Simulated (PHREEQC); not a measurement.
Solution A (2.7 mmol/kgw HNO3 and 0.23 mmol/kgw Al(NO3)3) is mixed with solution B (0.0047 mol BaCl2 per kg of water) at 90 °C; shares are by mass of water, 1 kg in all. Oxygen alone is held at its pressure in air (log pO2 = -0.68). The system is closed to CO2. Solids allowed: Al(OH)3(a). Others were left out.

All values are PHREEQC results (ion-association model, phreeqc.dat), not measurements.

```tsv
share of solution B	pH	Al+3 (mol/kgw)	AlOH+2 (mol/kgw)
0	2.60	0.000203	2.37e-5
0.05	2.62	0.000192	2.33e-5
0.1	2.64	0.000181	2.29e-5
0.15	2.67	0.000170	2.25e-5
0.2	2.70	0.000159	2.21e-5
0.25	2.73	0.000147	2.17e-5
0.3	2.76	0.000136	2.12e-5
0.35	2.79	0.000125	2.08e-5
0.4	2.82	0.000114	2.03e-5
0.45	2.86	0.000103	1.98e-5
0.55	2.95	8.03e-5	1.86e-5
0.6	3.00	6.92e-5	1.79e-5
0.65	3.06	5.81e-5	1.70e-5
0.7	3.12	4.72e-5	1.60e-5
0.75	3.20	3.65e-5	1.47e-5
0.8	3.29	2.62e-5	1.29e-5
0.85	3.41	1.64e-5	1.06e-5
0.9	3.58	7.89e-6	7.47e-6
0.95	3.87	1.78e-6	3.25e-6
1	6.20	0	0
```

Away from 25 °C the constants follow the database's enthalpies or fits; those with neither stay at their 25 °C values.
